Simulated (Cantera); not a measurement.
Input (Python, Cantera) and output of one run.

```python
import numpy as np
import cantera as ct

gas_names = """
    F F2 H HF H2 H2F2 H3F3 H4F4 H5F5 H6F6 H7F7 N NF NF2 NF3 NH NH2 NH3 N2 N2H2 N2H4 Si SiF SiF2 SiF3
    SiF4 SiH SiHF3 SiH2 SiH2F2 SiH3 SiH3F SiH4 SiN Si2 Si2N Si3
""".split()
cond_names = """
    Si(cr) Si(L) Si3N4(a)
""".split()


# ... load() reads the species with a 1 bar reference pressure and builds the phases ...
atoms = {
    'Si': {'Si': 1},
    'F2': {'F': 2},
    'N2': {'N': 2},
    'HF': {'H': 1, 'F': 1},
}
top_T = {'Si3N4(a)': 2400}  # K; cautious upper limits of use, not melting points


# ... equilibrate(T, P, feed) seeds the gas with the atoms and calls Mixture.equilibrate('TP', solver="vcs", rtol=1e-11, max_steps=5000) ...
results = []
feed = {'Si': 1, 'F2': 0.57, 'N2': 0.67, 'HF': 5.2}  # mol
T = 1700  # K
P = 16000  # Pa
mix = equilibrate(T, P, feed)
results.append((T, P, feed, dict(zip(mix.species_names, mix.species_moles))))
print(gas.report(threshold=0.001))
for i in range(1, mix.n_phases):
    print(f"{mix.phase(i).name:16s} {mix.phase_moles(i):12.5e} mol")
```

It prints:

```
       temperature   1700 K
          pressure   16000 Pa
           density   0.035868 kg/m^3
  mean mol. weight   31.686 kg/kmol
   phase of matter   gas

                          1 kg             1 kmol
                     ---------------   ---------------
          enthalpy       -1.1124e+07       -3.5248e+08  J
   internal energy        -1.157e+07       -3.6661e+08  J
           entropy            8958.9        2.8387e+05  J/K
    Gibbs function       -2.6354e+07       -8.3506e+08  J
 heat capacity c_p            1473.2             46681  J/K
 heat capacity c_v            1210.8             38366  J/K

                      mass frac. Y      mole frac. X     chem. pot. / RT
                     ---------------   ---------------   ---------------
                HF           0.27259           0.43173           -46.109
                H2          0.016632            0.2614           -22.149
                N2           0.10878           0.12304           -30.333
              SiF3         0.0048711         0.0018141           -126.79
              SiF4           0.59658           0.18163           -161.82
     [  +32 minor]        0.00054201        0.00038781

Si(L)             0.00000e+00 mol
Si3N4(a)          0.00000e+00 mol
```

These are equilibrium values from Cantera (NASA tables, ideal gas, pure condensed phases), not measurements of a reactor. The tables' values for SiF3 are old estimates; treat these amounts as uncertain.
